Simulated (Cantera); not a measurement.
Charge: 1 mol SiH4, 0.19 mol O3, 1.4 mol N2, held at 1123.15 K and 30.0 Pa.

These are equilibrium values from Cantera (NASA tables, ideal gas, pure condensed phases), not measurements of a reactor. Candidate condensed phases: H2O, Si, SiO2, Si2N2O, Si3N4; 35 gas species. N2 is the only nitrogen source here; it is nearly inert below about 1500 K, so the nitride shown seldom forms there in practice. Mutual solubility and eutectic melting of coexisting phases are not modelled. Kinetics and transport are ignored.

Base state: H2 0.684, N2 0.316 (mole fractions); condensed: SiO2(β-quartz) + Si2N2O(s).

What changes in the equilibrium state with this change: temperature from 1123.15 K to 1648.15 K?


```json
[
 {"species": "H2", "before": "0.684", "after": "0.501"},
 {"species": "N2", "before": "0.316", "after": "0.352"},
 {"species": "SiO", "before": "2.04e-7", "after": "0.143"},
 {"species": "Si", "before": "<1e-9", "after": "0.000861"},
 {"species": "SiH", "before": "<1e-9", "after": "1.94e-5"},
 {"species": "Si2N", "before": "<1e-9", "after": "1.13e-5"},
 {"species": "SiO2(β-quartz), mol", "before": "0.0467", "after": "0"},
 {"species": "Si2N2O(s), mol", "before": "0.477", "after": "0"},
 {"species": "Si(s), mol", "before": "0", "after": "0.426"}
]
```

What changes in the equilibrium state with this change: 0.0065 mol CH4 added?


```csv
species,before,after
H2,0.684,0.685
N2,0.316,0.313
CO,0,0.00221
"SiO2(β-quartz), mol",0.0467,0.0423
"Si2N2O(s), mol",0.477,0.479
```
Further candidate phases: C, C6H6, C7H8, C8H18, SiC.
